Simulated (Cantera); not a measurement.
**Thermodynamics of carbothermic reduction, feed Cu₂O + CO + N₂**

Feed: 1 mol Cu₂O, 1.6 mol CO, 0.12 mol N₂, equilibrated at 0.00133 bar.

Equilibrium computed with Cantera from the NASA thermochemical tables; the gas is ideal and each condensed phase is pure. Candidate condensed phases: C, Cu, CuO, Cu₂O; 27 gas species. Rates play no part.

From 800 K to 1325 K the condensed part is Cu(s). From 1400 K to 1775 K the condensed part is Cu(l).

```tsv
T (K)	x CO₂	x CO	x Cu	x N₂	x Cu₂	x O₂	x O	x NO	n Cu(s)	n Cu(l)
800	0.581	0.349	<1e-12	0.0698	<1e-12	<1e-12	<1e-12	<1e-12	2.00	0
875	0.581	0.349	3.77e-11	0.0698	<1e-12	<1e-12	<1e-12	<1e-12	2.00	0
950	0.581	0.349	1.42e-9	0.0698	<1e-12	<1e-12	<1e-12	<1e-12	2.00	0
1025	0.581	0.349	3.11e-8	0.0698	<1e-12	<1e-12	<1e-12	<1e-12	2.00	0
1100	0.581	0.349	4.47e-7	0.0698	3.57e-12	<1e-12	<1e-12	3.36e-12	2.00	0
1175	0.581	0.349	4.54e-6	0.0698	9.59e-11	<1e-12	<1e-12	4.56e-11	2.00	0
1250	0.581	0.349	3.48e-5	0.0698	1.72e-9	6.07e-12	4.67e-12	4.51e-10	2.00	0
1325	0.581	0.349	0.000211	0.0698	2.20e-8	1.30e-10	8.61e-11	3.44e-9	2.00	0
1400	0.581	0.348	0.00101	0.0697	1.97e-7	2.00e-9	1.16e-9	2.11e-8	0	2.00
1475	0.579	0.347	0.00402	0.0695	1.34e-6	2.33e-8	1.20e-8	1.07e-7	0	1.99
1550	0.573	0.344	0.0139	0.0688	7.45e-6	2.13e-7	9.89e-8	4.61e-7	0	1.98
1625	0.556	0.334	0.0429	0.0668	3.52e-5	1.58e-6	6.70e-7	1.72e-6	0	1.92
1700	0.512	0.307	0.119	0.0614	0.000144	9.82e-6	3.84e-6	5.54e-6	0	1.77
1775	0.405	0.243	0.303	0.0486	0.000520	5.21e-5	1.89e-5	1.49e-5	0	1.25
```
x: gas mole fraction; n: condensed amount in mol.
